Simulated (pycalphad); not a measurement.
**Effect of Si content in Cu-Si**

Computed with pycalphad from the COST 507 light-alloy database (1999), at 1 atm. These are 1990s assessments: newer ones move some temperatures and phases. Phase fractions are per mole of atoms.

Problem. One of these alloys has its liquidus at 1169 K, its solidus at 1074 K, and holds CU19SI6_ETA 0.85, diamond (Si) 0.15 at 790 K. Which?
A) Cu-13.82Si (wt.%)
B) Cu-8.707Si (wt.%)
C) Cu-19.57Si (wt.%)
D) Cu-4.124Si (wt.%)

Solution. C, Cu-19.57Si (wt.%). The others: Cu-4.124Si (wt.%), liquidus 1252, solidus 1174; Cu-8.707Si (wt.%), liquidus 1104, solidus 1089; Cu-13.82Si (wt.%), liquidus 1122, solidus 1074

Database names, with the compositions (at.%) that they take in these runs: CU19SI6_ETA: Cu 76 Si 24.
